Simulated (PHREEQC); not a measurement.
Dissolve 0.11 mol H3PO4, 0.0015 mol NaOH and 0.0021 mol NiSO4 per kg of water at 85 °C. Closed to the air; pH follows from the charge balance.

Model: ion-association model, wateq4f.dat, run in PHREEQC.

This is a speciation only: nothing precipitates in the calculation.

Task: Estimate the pH, ionic strength.

Result: pH 1.77; ionic strength 0.0277 mol/kgw.

Task: In which forms is P present?

Result: H3PO4 79 %, H2PO4- 21 % of the P.

H3PO4, which wateq4f.dat lacks, is added to it with the constant of phreeqc.dat. At this temperature some constants are extrapolated from 25 °C, and those without enthalpy data are left unchanged. The database has no phosphate complexes of Ni.
